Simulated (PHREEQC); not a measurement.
Consider water at 24 °C with 0.23 mol HCl and 7.2e-05 mol Na2SO4 per kg of water. Closed to the air; pH follows from the charge balance.

All values are PHREEQC results (Pitzer model, pitzer.dat), not measurements.

This is a speciation only: nothing precipitates in the calculation.

Predict the pH, density.

pH 0.72; density 1.001 g/cm³.

In which forms is S present?

HSO4- 76 %, SO4-2 24 % of the S.

Species that the database lacks are ignored.
